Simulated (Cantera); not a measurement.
A perfectly stirred reactor is fed with NO : N2 = 1 : 3.7 (molar parts), at 0.230 bar; it is held at 1975 K, and followed from long to short residence time.

Computed with Cantera and GRI-Mech 3.0 (53 species, 325 reactions).

Task: Predict: x(NO) at τ = 13.0 s; x(N2) at τ = 13.0 s; x(O2) at τ = 13.0 s; x(NO2) at τ = 13.0 s; x(N2O) at τ = 13.0 s; x(NO) at τ = 0.210 s; x(N2) at τ = 0.210 s; x(O2) at τ = 0.210 s; x(NO2) at τ = 0.210 s; x(N2O) at τ = 0.210 s.

Result: 
```
Property                 Value
---------------------  -------
x(NO) at τ = 13.0 s     0.0606
x(N2) at τ = 13.0 s      0.863
x(O2) at τ = 13.0 s     0.0759
x(NO2) at τ = 13.0 s   3.15e-5
x(N2O) at τ = 13.0 s   1.60e-6
x(NO) at τ = 0.210 s     0.206
x(N2) at τ = 0.210 s     0.790
x(O2) at τ = 0.210 s   0.00317
x(NO2) at τ = 0.210 s  2.98e-5
x(N2O) at τ = 0.210 s  1.88e-5
```
